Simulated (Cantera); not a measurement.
## Equilibrium for boron, boron nitride and boron oxide: B2O3 + O2 + N2

Charge: 1 mol B2O3, 8.3 mol O2, 53 mol N2, at 1550 K and 0.000690 bar.

Cantera equilibrium calculation (NASA polynomials, part measured and part estimated; ideal gas, pure solids and liquids). Candidate condensed phases: B, BN, B2O3; 17 gas species. Kinetics and transport are ignored.

```json
{
 "x(N2)": "0.850",
 "x(O2)": "0.132",
 "x(B2O3)": "0.0153",
 "x(BO2)": "0.00153",
 "x(NO)": "0.00128",
 "x(O)": "0.000108",
 "gas_amount": "62.33 mol",
 "log10 activity of B(s) (absent)": "-12.53"
}
```
